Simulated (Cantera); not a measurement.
An isothermal, constant-pressure homogeneous reactor starts with C3H8 : H2 = 1 : 1.2 (molar parts), at 1350 K and 48.0 Torr. Integrator tolerance rtol = 1e-08.

Model: GRI-Mech 3.0 (53 species, 325 reactions), integrated in Cantera. GRI-Mech 3.0 was tuned for natural gas; its chemistry of propane as a main component is partial and can be far from experiment. GRI-Mech 3.0 stops at C3 and has no aromatics, soot or wall deposition, so with more carbon than oxygen in the feed, carbon stays in small species such as C2H2 where larger ones or solid carbon would form.

### Question
What does this change do: pressure from 48.0 Torr to 323 Torr?

### Answer
```
quantity                                              before                                      after
-----------------  -----------------------------------------  -----------------------------------------
x(C3H8) at 50.0 s    1.47e-8 (gas-phase equilibrium 1.32e-8)    1.08e-6 (gas-phase equilibrium 1.08e-6)
x(H2) at 50.0 s          0.579 (gas-phase equilibrium 0.640)        0.462 (gas-phase equilibrium 0.461)
x(CH2) at 50.0 s   1.55e-10 (gas-phase equilibrium 1.59e-10)  1.15e-10 (gas-phase equilibrium 1.14e-10)
x(C2H) at 50.0 s     1.39e-9 (gas-phase equilibrium 2.05e-9)  6.73e-10 (gas-phase equilibrium 6.71e-10)
x(CH3) at 50.0 s     2.76e-5 (gas-phase equilibrium 2.01e-5)    3.18e-5 (gas-phase equilibrium 3.18e-5)
x(C2H4) at 50.0 s      0.0137 (gas-phase equilibrium 0.0158)      0.0552 (gas-phase equilibrium 0.0551)
x(C2H2) at 50.0 s        0.244 (gas-phase equilibrium 0.259)        0.186 (gas-phase equilibrium 0.186)
```
